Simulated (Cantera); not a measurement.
Standard-state values (1 bar) from the NASA 1993 polynomials, evaluated with Cantera. Values are per mole of reaction as written; species without (g) are pure solids or liquids, kept so even where they would boil at 1 bar.

2 TiCl4 → 2 TiCl3(g) + Cl2(g)

```json
[
 {"T (K)": "300", "ΔH° (kJ)": "[?]", "ΔS° (J/K)": "[?]", "ΔG° (kJ)": "[?]", "log10 K": "[?]"},
 {"T (K)": "350", "ΔH° (kJ)": "[?]", "ΔS° (J/K)": "[?]", "ΔG° (kJ)": "[?]", "log10 K": "[?]"},
 {"T (K)": "360", "ΔH° (kJ)": "523.1", "ΔS° (J/K)": "331.8", "ΔG° (kJ)": "403.6", "log10 K": "-58.57"},
 {"T (K)": "370", "ΔH° (kJ)": "522.1", "ΔS° (J/K)": "329.0", "ΔG° (kJ)": "400.3", "log10 K": "-56.52"},
 {"T (K)": "380", "ΔH° (kJ)": "521.0", "ΔS° (J/K)": "326.2", "ΔG° (kJ)": "397.1", "log10 K": "-54.58"},
 {"T (K)": "390", "ΔH° (kJ)": "520.0", "ΔS° (J/K)": "323.6", "ΔG° (kJ)": "393.8", "log10 K": "-52.74"},
 {"T (K)": "400", "ΔH° (kJ)": "[?]", "ΔS° (J/K)": "[?]", "ΔG° (kJ)": "[?]", "log10 K": "[?]"},
 {"T (K)": "410", "ΔH° (kJ)": "[?]", "ΔS° (J/K)": "[?]", "ΔG° (kJ)": "[?]", "log10 K": "[?]"},
 {"T (K)": "420", "ΔH° (kJ)": "517.0", "ΔS° (J/K)": "316.2", "ΔG° (kJ)": "384.2", "log10 K": "-47.78"},
 {"T (K)": "430", "ΔH° (kJ)": "516.1", "ΔS° (J/K)": "313.9", "ΔG° (kJ)": "381.1", "log10 K": "-46.29"},
 {"T (K)": "440", "ΔH° (kJ)": "515.1", "ΔS° (J/K)": "311.7", "ΔG° (kJ)": "377.9", "log10 K": "-44.87"},
 {"T (K)": "450", "ΔH° (kJ)": "514.1", "ΔS° (J/K)": "309.5", "ΔG° (kJ)": "374.8", "log10 K": "-43.51"}
]
```

**Question.** Some entries are withheld; supply them.

**Answer.** 
- 300, ΔH° (kJ): 529.5
- 300, ΔS° (J/K): 351.3
- 300, ΔG° (kJ): 424.1
- 300, log10 K: -73.84
- 350, ΔH° (kJ): 524.1
- 350, ΔS° (J/K): 334.7
- 350, ΔG° (kJ): 407.0
- 350, log10 K: -60.74
- 400, ΔH° (kJ): 519.0
- 400, ΔS° (J/K): 321.1
- 400, ΔG° (kJ): 390.6
- 400, log10 K: -51.00
- 410, ΔH° (kJ): 518.0
- 410, ΔS° (J/K): 318.6
- 410, ΔG° (kJ): 387.4
- 410, log10 K: -49.35
